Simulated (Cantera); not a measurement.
Iron carbonyl, mercury and lead vapours: Pb + N2

Feed: 1 mol Pb, 0.56 mol N2, equilibrated at 0.000680 bar.

Equilibrium computed with Cantera from the NASA thermochemical tables; the gas is ideal and each condensed phase is pure. Candidate condensed phases: Pb; 4 gas species. The numbers say what is thermodynamically allowed, not how fast it happens.

From 473 K to 548 K the condensed part is Pb(s). From 623 K to 1148 K the condensed part is Pb(l).

```csv
T (K),x N2,x Pb,x Pb2,n Pb(s),n Pb(l)
473,1.00,<1e-12,<1e-12,1.00,0
548,1.00,1.92e-10,<1e-12,1.00,0
623,1.00,3.05e-8,<1e-12,0,1.00
698,1.000,1.49e-6,<1e-12,0,1.000
773,1.000,3.40e-5,1.26e-12,0,1.000
848,1.000,0.000440,9.32e-11,0,1.000
923,0.996,0.00373,3.36e-9,0,0.998
998,0.977,0.0228,6.96e-8,0,0.987
1073,0.893,0.107,9.33e-7,0,0.933
1148,0.588,0.412,8.81e-6,0,0.607
```
x: gas mole fraction; n: condensed amount in mol.
